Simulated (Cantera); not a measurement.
An isothermal, constant-pressure homogeneous reactor starts with 27.8 % C3H8, 72.2 % H2, at 1400 K and 5700 Pa.

Model: GRI-Mech 3.0 (53 species, 325 reactions), integrated in Cantera. GRI-Mech 3.0 was tuned for natural gas; its chemistry of propane as a main component is partial and can be far from experiment. GRI-Mech 3.0 stops at C3 and has no aromatics, soot or wall deposition, so with more carbon than oxygen in the feed, carbon stays in small species such as C2H2 where larger ones or solid carbon would form.

One state of this run: x C3H8 = 0.000111; x H2 = 0.599; x H = 5.23e-5; x CH3 = 0.000323; x C2H = 3.90e-9; x C2H6 = 0.00127. x: mole fraction; the columns are a selection and need not sum to one.

Q: Which value of t (s) does it belong to?
(A) 0.00830
(B) 7.66
(C) 9.00e-6
(D) 0.000541

A: A, 0.00830
